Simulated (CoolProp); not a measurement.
Vapour pressure (MPa) of nitrous oxide: the reference equation beside estimates from Tc = 36.4 °C, pc = 7.245 MPa, ω = 0.161. Clausius-Clapeyron is anchored at -30.65 °C with a constant enthalpy of vaporisation of 13.02 kJ/mol.

Computed with CoolProp (reference Helmholtz-energy equation of state, Lemmon 2006). It is a short technical equation, of lower accuracy than the large ones.

```
T (°C)  reference  Lee-Kesler  Clausius-Clapeyron  Redlich-Kwong  Peng-Robinson
------  ---------  ----------  ------------------  -------------  -------------
-54.35          ?      0.5457              0.6409         0.6878         0.5439
-50.45     0.6362      0.6378              0.7264         0.7954         0.6348
-46.45     0.7418      0.7437              0.8224         0.9178         0.7396
-42.55     0.8568      0.8591              0.9243          1.050         0.8538
-38.55     0.9879           ?               1.038          1.198         0.9842
-34.65      1.130       1.132               1.157          1.356          1.125
-30.65      1.290       1.292               1.290              ?          1.285
-26.75      1.461       1.464                   ?          1.720          1.456
-22.75      1.654       1.657               1.581          1.928          1.649
-18.85      1.859       1.861               1.740          2.147          1.855
-14.85      2.089       2.090               1.914          2.388          2.085
-10.95      2.331       2.332               2.095          2.641          2.329
-6.95       2.601       2.600               2.292          2.918          2.600
-3.05       2.885       2.883               2.495          3.206          2.886
0.95        3.199       3.197               2.715          3.521          3.204
```

**Question.** Fill in the missing entries.

**Answer.** 
- -54.35, reference: 0.5445
- -38.55, Lee-Kesler: 0.9905
- -30.65, Redlich-Kwong: 1.533
- -26.75, Clausius-Clapeyron: 1.428

Absolute difference from the reference over all 15 rows, mean and median: Lee-Kesler 0.2 and 0.2 %, Clausius-Clapeyron 8.7 and 8.4 %, Redlich-Kwong 17.9 and 17.7 %, Peng-Robinson 0.2 and 0.2 %.
